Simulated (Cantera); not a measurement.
# Premixed flame

A freely propagating, adiabatic, planar premixed flame of 37.1 % H₂, 13.2 % O₂, 49.7 % N₂, unburnt at 600 K and 13300 Pa; mixture-averaged transport, grid criteria slope 0.08 and curve 0.16, no radiation.

Cantera simulation using the H2/O2 subset of GRI-Mech 3.0, which has no nitrogen chemistry; the numbers are that mechanism's predictions, not measurements. Burning velocities carry a grid error of a few per cent, more on coarse grids.

```json
[
 {"z (mm)": "-18.8", "T (K)": "600", "u (m/s)": "6.72", "x H₂": "0.371", "x O₂": "0.132", "x HO₂": "<1e-8", "x O": "<1e-8", "x H₂O": "<1e-8", "x OH": "<1e-8"},
 {"z (mm)": "-12.5", "T (K)": "600", "u (m/s)": "6.72", "x H₂": "0.371", "x O₂": "0.132", "x HO₂": "<1e-8", "x O": "<1e-8", "x H₂O": "<1e-8", "x OH": "<1e-8"},
 {"z (mm)": "-9.38", "T (K)": "600", "u (m/s)": "6.72", "x H₂": "0.371", "x O₂": "0.132", "x HO₂": "<1e-8", "x O": "<1e-8", "x H₂O": "<1e-8", "x OH": "<1e-8"},
 {"z (mm)": "-6.25", "T (K)": "600", "u (m/s)": "6.72", "x H₂": "0.371", "x O₂": "0.132", "x HO₂": "3.30e-7", "x O": "<1e-8", "x H₂O": "1.43e-8", "x OH": "<1e-8"},
 {"z (mm)": "-3.13", "T (K)": "607", "u (m/s)": "6.79", "x H₂": "0.370", "x O₂": "0.132", "x HO₂": "4.62e-5", "x O": "7.68e-6", "x H₂O": "0.000458", "x OH": "2.32e-5"},
 {"z (mm)": "-1.56", "T (K)": "723", "u (m/s)": "8.02", "x H₂": "0.347", "x O₂": "0.129", "x HO₂": "3.19e-5", "x O": "0.000259", "x H₂O": "0.0108", "x OH": "0.000282"},
 {"z (mm)": "0", "T (K)": "1115", "u (m/s)": "12.0", "x H₂": "0.195", "x O₂": "0.0764", "x HO₂": "1.25e-5", "x O": "0.00699", "x H₂O": "0.119", "x OH": "0.00298"},
 {"z (mm)": "1.56", "T (K)": "1379", "u (m/s)": "14.7", "x H₂": "0.0919", "x O₂": "0.0179", "x HO₂": "2.78e-6", "x O": "0.0101", "x H₂O": "0.227", "x OH": "0.00678"},
 {"z (mm)": "3.13", "T (K)": "1484", "u (m/s)": "15.7", "x H₂": "0.0889", "x O₂": "0.0126", "x HO₂": "1.75e-6", "x O": "0.00983", "x H₂O": "0.238", "x OH": "0.00850"},
 {"z (mm)": "6.25", "T (K)": "1613", "u (m/s)": "16.9", "x H₂": "0.0949", "x O₂": "0.0108", "x HO₂": "1.29e-6", "x O": "0.00929", "x H₂O": "0.242", "x OH": "0.0105"},
 {"z (mm)": "12.5", "T (K)": "1760", "u (m/s)": "18.2", "x H₂": "0.101", "x O₂": "0.00893", "x HO₂": "9.30e-7", "x O": "0.00815", "x H₂O": "0.248", "x OH": "0.0124"},
 {"z (mm)": "25.0", "T (K)": "1917", "u (m/s)": "19.6", "x H₂": "0.106", "x O₂": "0.00683", "x HO₂": "6.45e-7", "x O": "0.00648", "x H₂O": "0.256", "x OH": "0.0137"},
 {"z (mm)": "50.0", "T (K)": "2071", "u (m/s)": "20.9", "x H₂": "0.110", "x O₂": "0.00477", "x HO₂": "4.49e-7", "x O": "0.00460", "x H₂O": "0.266", "x OH": "0.0139"}
]
```
x: mole fraction of selected species; z is measured from the peak of heat release.

```
Item                        Result
------------------------  --------
laminar burning velocity  672 cm/s
thermal thickness          6.25 mm
peak x(HO₂)                4.65e-5
peak x(O)                   0.0102
peak x(OH)                  0.0140
grid points                    146
```
